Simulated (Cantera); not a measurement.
What does this Cantera script print?

```python
import numpy as np
import cantera as ct

gas = ct.Solution("h2o2.yaml")
gas.TPX = 723, 140000, {'H2': 1, 'O2': 0.263, 'N2': 0.989}
flame = ct.FreeFlame(gas, width=0.032)
flame.set_refine_criteria(ratio=3, slope=0.08, curve=0.16)
flame.transport_model = "mixture-averaged"
flame.solve(loglevel=0, auto=True)
flame.transport_model = "multicomponent"
flame.soret_enabled = True
flame.solve(loglevel=0, refine_grid=True)
z, T = flame.grid, flame.T
thick = (T[-1] - T[0]) / np.gradient(T, z).max()
show = ['H2', 'O2', 'O', 'HO2', 'H2O', 'H2O2']
print(f"laminar burning velocity  {flame.velocity[0] * 100:.3f} cm/s")
print(f"burnt temperature         {T[-1]:.1f} K")
print(f"thermal thickness         {thick * 1e3:.4f} mm")
print(f"grid points               {len(z)}")
z0 = z[flame.heat_release_rate.argmax()]
print(f"{'z/mm':>9s}{'T/K':>9s}{'u/(m/s)':>9s}" + "".join(f"{s:>11s}" for s in show))
rows = []
for k in (-3, -2, -1.5, -1, -0.5, -0.25, 0, 0.25, 0.5, 1, 2, 4, 8):
    zz = z0 + k * thick
    rows.append([k * thick, np.interp(zz, z, T), np.interp(zz, z, flame.velocity),
                 *(np.interp(zz, z, flame.X[gas.species_index(s)]) for s in show)])
    print(f"{rows[-1][0] * 1e3:9.3f}{rows[-1][1]:9.1f}{rows[-1][2]:9.3f}" + "".join(f"{x:11.3e}" for x in rows[-1][3:]))
```

It prints:

```
laminar burning velocity  1235.448 cm/s
burnt temperature         2410.8 K
thermal thickness         0.3142 mm
grid points               133
     z/mm      T/K  u/(m/s)         H2         O2          O        HO2        H2O       H2O2
   -0.943    723.0   12.354  4.440e-01  1.168e-01  1.574e-15  4.390e-11  6.902e-13  1.734e-12
   -0.628    723.0   12.354  4.440e-01  1.168e-01  9.986e-13  5.703e-10  3.110e-11  1.806e-12
   -0.471    723.0   12.354  4.440e-01  1.168e-01  9.686e-11  2.746e-08  1.740e-09  5.544e-12
   -0.314    723.1   12.354  4.440e-01  1.168e-01  1.965e-08  3.149e-06  4.692e-07  1.748e-09
   -0.157    744.2   12.607  4.373e-01  1.171e-01  2.022e-05  2.318e-04  1.246e-03  2.184e-06
   -0.079    917.6   15.188  4.043e-01  1.119e-01  4.588e-04  1.733e-04  1.840e-02  5.010e-06
    0.000   1309.1   21.149  2.966e-01  6.916e-02  4.081e-03  8.013e-05  1.067e-01  2.680e-06
    0.079   1592.8   25.516  2.030e-01  1.650e-02  4.562e-03  1.896e-05  2.072e-01  1.379e-06
    0.157   1716.7   27.349  1.861e-01  3.847e-03  3.204e-03  4.280e-06  2.332e-01  8.619e-07
    0.314   1842.4   29.127  1.914e-01  1.434e-03  2.485e-03  1.568e-06  2.398e-01  5.177e-07
    0.628   1973.4   30.915  2.012e-01  9.586e-04  1.813e-03  1.020e-06  2.438e-01  2.882e-07
    1.257   2100.7   32.594  2.105e-01  5.804e-04  1.138e-03  6.318e-07  2.483e-01  1.548e-07
    2.514   2211.3   34.011  2.185e-01  3.028e-04  6.093e-04  3.559e-07  2.529e-01  8.353e-08
```

Model: the H2/O2 subset of GRI-Mech 3.0, which has no nitrogen chemistry, integrated in Cantera. Burning velocities carry a grid error of a few per cent, more on coarse grids.
